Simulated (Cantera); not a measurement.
Thermodynamics of oxide etching and cleaning by halides, feed Al2O3 + Cl2 + N2

Input: 1 mol Al2O3, 9.3 mol Cl2, a varied amount of N2, held at 702 °C and 1000 Pa.

Equilibrium computed with Cantera from the NASA thermochemical tables; the gas is ideal and each condensed phase is pure. Candidate condensed phases: Al, AlCl3, AlN, Al2O3; 24 gas species. Condensed phases not in the tables: AlOCl. Equilibrium is a limit: real reactors are often held back by kinetics, nucleation or transport.

From 1.3 mol N2 to 57 mol N2 the condensed part is Al2O3(s). The main Al-bearing gas is AlCl3 throughout.

```json
[
 {"n(N2) (mol)": "1.3", "x Cl2": "0.875", "x N2": "0.122", "x Cl": "0.00248", "x AlCl3": "5.19e-5", "x O2": "3.88e-5", "x NO": "1.27e-7", "x ClO": "1.03e-7", "n Al2O3(s)": "1.000"},
 {"n(N2) (mol)": "2.1", "x Cl2": "0.814", "x N2": "0.184", "x Cl": "0.00239", "x AlCl3": "4.88e-5", "x O2": "3.65e-5", "x NO": "1.50e-7", "x ClO": "9.62e-8", "n Al2O3(s)": "1.000"},
 {"n(N2) (mol)": "3.4", "x Cl2": "0.730", "x N2": "0.267", "x Cl": "0.00226", "x AlCl3": "4.45e-5", "x O2": "3.32e-5", "x NO": "1.73e-7", "x ClO": "8.70e-8", "n Al2O3(s)": "1.000"},
 {"n(N2) (mol)": "5.4", "x Cl2": "0.631", "x N2": "0.367", "x Cl": "0.00210", "x AlCl3": "3.93e-5", "x O2": "2.93e-5", "x NO": "1.90e-7", "x ClO": "7.59e-8", "n Al2O3(s)": "1.000"},
 {"n(N2) (mol)": "8.7", "x Cl2": "0.515", "x N2": "0.483", "x Cl": "0.00190", "x AlCl3": "3.30e-5", "x O2": "2.46e-5", "x NO": "2.00e-7", "x ClO": "6.29e-8", "n Al2O3(s)": "1.000"},
 {"n(N2) (mol)": "14", "x Cl2": "0.398", "x N2": "0.600", "x Cl": "0.00167", "x AlCl3": "2.65e-5", "x O2": "1.97e-5", "x NO": "2.00e-7", "x ClO": "4.95e-8", "n Al2O3(s)": "1.000"},
 {"n(N2) (mol)": "22", "x Cl2": "0.296", "x N2": "0.702", "x Cl": "0.00144", "x AlCl3": "2.06e-5", "x O2": "1.53e-5", "x NO": "1.90e-7", "x ClO": "3.76e-8", "n Al2O3(s)": "1.000"},
 {"n(N2) (mol)": "36", "x Cl2": "0.205", "x N2": "0.794", "x Cl": "0.00120", "x AlCl3": "1.50e-5", "x O2": "1.11e-5", "x NO": "1.73e-7", "x ClO": "2.66e-8", "n Al2O3(s)": "1.000"},
 {"n(N2) (mol)": "57", "x Cl2": "0.140", "x N2": "0.859", "x Cl": "0.000990", "x AlCl3": "1.08e-5", "x O2": "8.02e-6", "x NO": "1.52e-7", "x ClO": "1.87e-8", "n Al2O3(s)": "1.000"}
]
```
x: gas mole fraction; n: condensed amount in mol.
